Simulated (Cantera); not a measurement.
Cantera run, input and output.

```python
import numpy as np
import cantera as ct

gas = ct.Solution("gri30.yaml")
gas.TPX = 950, 310000, {'CH4': 1, 'O2': 1.82, 'N2': 6.84}
reactor = ct.IdealGasConstPressureReactor(gas, energy="on", clone=False)
net = ct.ReactorNet([reactor])
net.rtol, net.atol = 1e-08, 1e-16
show = ['CH4', 'O2', 'NO', 'C2H', 'OH', 'C2H4', 'O']
times = np.geomspace(1e-06, 0.8, 10)

steps = ct.SolutionArray(gas, extra=["t"])
rows = []
print(f"{'t/s':>10s}{'T/K':>9s}{'P/Pa':>11s}" + "".join(f"{s:>11s}" for s in show))
for t in times:
    while net.time < t:
        t_next = net.step()
        steps.append(gas.state, t=t_next)
    rows.append([np.interp(t, steps.t, y) for y in (steps.T, steps.P, *steps(*show).X.T)])
    print(f"{t:10.3e}{rows[-1][0]:9.1f}{rows[-1][1]:11.4g}" + "".join(f"{x:11.3e}" for x in rows[-1][2:]))
rate = np.gradient(steps.T, steps.t)
print("integrator steps:", len(steps.t))
if steps.T.max() > steps.T[0] + 200:
    print(f"time of steepest temperature rise: {steps.t[rate.argmax()]:.4e} s")
gas.TPX = 950, 310000, {'CH4': 1, 'O2': 1.82, 'N2': 6.84}
gas.equilibrate("HP")
print(f"equilibrium (HP): T = {gas.T:.1f} K  " + "  ".join(f"{s} {gas[s].X[0]:.3e}" for s in show))
```

It prints:

```
       t/s      T/K       P/Pa        CH4         O2         NO        C2H         OH       C2H4          O
 1.000e-06    950.0    3.1e+05  1.035e-01  1.884e-01  6.317e-31  5.006e-54  4.339e-16  9.575e-24  7.688e-17
 4.528e-06    950.0    3.1e+05  1.035e-01  1.884e-01  2.837e-29  5.219e-50  2.529e-15  2.189e-21  5.754e-16
 2.050e-05    950.0    3.1e+05  1.035e-01  1.884e-01  7.089e-28  1.496e-46  1.199e-14  2.393e-19  2.912e-15
 9.283e-05    950.0    3.1e+05  1.035e-01  1.884e-01  1.551e-26  4.950e-43  5.531e-14  2.427e-17  1.357e-14
 4.203e-04    950.0    3.1e+05  1.035e-01  1.884e-01  3.284e-25  2.255e-39  2.615e-13  2.357e-15  6.363e-14
 1.903e-03    950.0    3.1e+05  1.035e-01  1.884e-01  7.496e-24  2.152e-35  1.400e-12  2.552e-13  3.283e-13
 8.618e-03    950.0    3.1e+05  1.035e-01  1.884e-01  2.533e-22  5.594e-31  9.762e-12  3.977e-11  2.146e-12
 3.902e-02    950.0    3.1e+05  1.035e-01  1.884e-01  7.711e-21  1.538e-27  2.722e-11  2.182e-09  5.566e-12
 1.767e-01    950.2    3.1e+05  1.035e-01  1.884e-01  9.091e-20  4.073e-25  5.913e-11  3.886e-08  1.087e-11
 8.000e-01   2588.7    3.1e+05  1.322e-14  3.826e-03  3.270e-03  9.830e-20  7.059e-03  1.660e-22  7.811e-04
integrator steps: 2762
time of steepest temperature rise: 7.9150e-01 s
equilibrium (HP): T = 2588.4 K  CH4 1.624e-14  O2 3.804e-03  NO 3.365e-03  C2H 1.064e-19  OH 7.042e-03  C2H4 1.821e-22  O 7.776e-04
```

Computed with Cantera and GRI-Mech 3.0 (53 species, 325 reactions). Below about 1000 K GRI-Mech 3.0 lacks low-temperature oxidation paths.
